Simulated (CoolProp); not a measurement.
A simple Rankine cycle with propyne: condensing at 310.15 K, boiler at 3.1 MPa, turbine inlet 371.3 K, turbine efficiency 0.9, pump efficiency 0.8, no recuperator. Each further row changes one setting.

The numbers come from the reference Helmholtz-energy equation of state, Polt 1992 in CoolProp. This equation is an older, rougher fit; its heat capacities, sound speeds and derivatives of the liquid may be far off and weren't checked against measurements.

```tsv
case	thermal efficiency (%)	net work (kJ/kg)	heat in (kJ/kg)	turbine exit temperature (K)	volume ratio over the turbine
as stated	12.0	57.5	480	310.2	3.95
turbine inlet 391.3 K	12.5	67.2	539	322.2	3.72
condensing temperature 302.15 K	13.5	67.4	499	302.2	4.87
boiler pressure 2.17 MPa	9.6	50.1	523	322.6	2.58
turbine efficiency 0.8	10.5	50.6	480	310.2	4.01
```

The expansion ends wet for: as stated; condensing temperature 302.15 K; turbine efficiency 0.8.
